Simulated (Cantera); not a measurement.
Charge: 1 mol CuO, 320 mol H₂, at 1273 K and 1200 Pa.

These are equilibrium values from Cantera (NASA tables, ideal gas, pure condensed phases), not measurements of a reactor. Candidate condensed phases: Cu, CuO, Cu(OH)₂, Cu₂O, H₂O; 12 gas species. Rates play no part.

Base state: H₂ 0.997, H₂O 0.00312 (mole fractions); condensed: Cu(s).

What changes in the equilibrium state with this change: CuO replaced by ZrO₂?


| species | before | after |
|---|---|---|
| H₂ | 0.997 | 1.000 |
| H₂O | 0.00312 | <1e-9 |
| Cu(s), mol | 0.998 | 0 |
| ZrO₂(monoclinic), mol | 0 | 1.00 |
Further candidate phases: Zr, ZrO₂.

What changes in the equilibrium state with this change: 0.75 mol NH₃ added?


| species | before | after |
|---|---|---|
| H₂ | 0.997 | 0.996 |
| H₂O | 0.00312 | 0.00311 |
| N₂ | 0 | 0.00117 |
| Cu(s), mol | 0.998 | 0.998 |
